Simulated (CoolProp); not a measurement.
Vapour-liquid equilibrium of ethanol (1) + ethylbenzene (2) at 928 kPa; x and y are mole fractions of (1).

Model: multi-fluid Helmholtz-energy mixture model, Schroeder 2014 and Zhou 2012; pair parameters Bell 2016, in CoolProp.

Give the bubble temperature and the first vapour's composition at x = 0.125, 0.65, 0.725. Is there an azeotrope?

x = 0.125: 464.0 K, y = 0.604; x = 0.65: 428.6 K, y = 0.871; x = 0.725: 426.8 K, y = 0.890. No azeotrope shows between x = 0.05 and 0.95.

Pair parameters are fitted to limited data, so mixtures are less certain than the pure fluids. With so large a gap from Raoult's law the liquid may split in two, which this calculation doesn't test in full.
